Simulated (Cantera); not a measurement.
Input: 1 mol AlCl3, 0.61 mol HCl, 88 mol H2, 1.5 mol N2O, equilibrated at 1450 K and 45.0 Torr.

Method: chemical equilibrium by Gibbs-energy minimisation in Cantera with the NASA 1993 tables (ideal gas, pure condensed phases). Candidate condensed phases: Al, AlCl3, AlN, Al2O3, H2O, NH4Cl; 45 gas species. Equilibrium is a limit: real reactors are often held back by kinetics, nucleation or transport.

Base state: H2 0.944, HCl 0.0393, N2 0.0164, H2O 7.05e-5, H 3.75e-5, AlCl3 3.70e-5 (mole fractions); condensed: Al2O3(s).

Q: What changes in the equilibrium state with this change: temperature from 1450 K to 1798 K?

A: 
| species | before | after |
|---|---|---|
| H2 | 0.944 | 0.942 |
| HCl | 0.0393 | 0.0388 |
| N2 | 0.0164 | 0.0164 |
| H | 3.75e-5 | 0.00140 |
| H2O | 7.05e-5 | 0.000700 |
| AlCl | 5.39e-6 | 0.000412 |
| Cl | 1.27e-6 | 4.40e-5 |
| AlCl2 | 4.60e-6 | 4.15e-5 |
| AlCl3 | 3.70e-5 | 1.29e-5 |
| Al2O3(s), mol | 0.498 | 0.479 |
The tables' values for AlCl2 are old estimates; treat these amounts as uncertain.
